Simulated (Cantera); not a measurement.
A closed system holds: 1 mol SO₂, 5 mol H₂O, 0.4 mol N₂, equilibrated at 773 K and 1.00 bar.

Cantera equilibrium calculation (NASA polynomials, part measured and part estimated; ideal gas, pure solids and liquids). Candidate condensed phases: H₂O, H₂SO₄, S; 35 gas species. Equilibrium is a limit: real reactors are often held back by kinetics, nucleation or transport.

Base state: H₂O 0.781, SO₂ 0.156, N₂ 0.0625 (mole fractions); condensed: gas only.

Problem. What changes in the equilibrium state with this change: SO₂ replaced by HI?

Solution. 
```
species   before     after
-------  -------  --------
H₂O        0.781     0.781
HI             0     0.120
N₂        0.0625    0.0625
SO₂        0.156         0
H₂       3.29e-7    0.0179
I₂             0    0.0176
I              0  0.000490
```
Further candidate phases: I₂.
